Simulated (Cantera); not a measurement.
A perfectly stirred reactor is fed with 84.7 % NO, 15.3 % N₂, at 0.0987 atm; it is held at 1925 K, and followed from long to short residence time.

Computed with Cantera and GRI-Mech 3.0 (53 species, 325 reactions).

x: mole fraction; the columns are a selection and need not sum to one.

```
τ (s)     x NO     x O₂     x N₂O     x NO₂       x O   x N₂
-------  -----  -------  --------  --------  --------  -----
9.9      0.337    0.255   3.67e-5  0.000229  0.000603  0.408
2.7      0.591    0.128  0.000122  0.000284  0.000446  0.280
0.72     0.763   0.0418  0.000218  0.000217  0.000289  0.194
0.19     0.825   0.0111  0.000262  0.000145  0.000201  0.164
0.053    0.841      ___  0.000257       ___       ___  0.155
0.014    0.846      ___       ___       ___       ___  0.153
0.0038   0.847  7.93e-5  0.000113   5.52e-5   8.93e-5  0.153
0.0010   0.847  4.57e-6   4.12e-5   1.51e-5   3.55e-5  0.153
0.00028  0.847  3.06e-7   1.27e-5   2.14e-6   1.16e-5  0.153
```

### Question
Some entries are withheld; supply them.

### Answer

- 0.053, x O₂: 0.00287
- 0.053, x NO₂: 0.000112
- 0.053, x O: 0.000164
- 0.014, x O₂: 0.000596
- 0.014, x N₂O: 0.000204
- 0.014, x NO₂: 8.95e-5
- 0.014, x O: 0.000135
